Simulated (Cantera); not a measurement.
Input: 1 mol SiHCl₃, 0.34 mol Cl₂, 200 mol N₂.

These are equilibrium values from Cantera (NASA tables, ideal gas, pure condensed phases), not measurements of a reactor. Candidate condensed phases: NH₄Cl, Si, Si₃N₄; 28 gas species. N₂ is the only nitrogen source here; it is nearly inert below about 1500 K, so the nitride shown seldom forms there in practice. The tables' values for SiCl₃ are old estimates. Equilibrium is a limit: real reactors are often held back by kinetics, nucleation or transport.

### Question
What condenses at these points (T in K, P in Pa): (1600, 200000); (1600, 23000); (1500, 100); (1300, 100); (1750, 100)?

### Answer
```tsv
T (K)	P in Pa	condensed phases	Si condensed (%)
1600	200000	Si₃N₄	11.9
1600	23000	gas only	0.0
1500	100	gas only	0.0
1300	100	gas only	0.0
1750	100	gas only	0.0
```
